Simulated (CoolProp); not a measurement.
Values from CoolProp's reference Helmholtz-energy equation of state, Lemmon 2003. It is a pseudo-pure fit of the blend.

Q: For R404A, give the phase and the Z, cp (kJ/(kg K)), cv (kJ/(kg K)), expansivity (1/kK) at 382.5 K and 34.3 bar.

A: 
- 382.5 K and 34.3 bar: gas; Z 0.735, cp 1.33, cv 0.994, expansivity 7.16
